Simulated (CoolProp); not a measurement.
Computed with CoolProp (reference Helmholtz-energy equation of state, Outcalt 1996). It is a modified Benedict-Webb-Rubin equation, recast in Helmholtz form.

Give the vapour pressure (MPa), liquid density (kg/m³), enthalpy of vaporisation (kJ/kg), vapour Z of saturated R152A at 15.55, 27.55, 39.55 °C.


```csv
T (°C),p (MPa),liquid density (kg/m³),enthalpy of vaporisation (kJ/kg),vapour Z
15.55,0.446,923,290,0.885
27.55,0.643,893,276,0.853
39.55,0.898,861,261,0.817
```
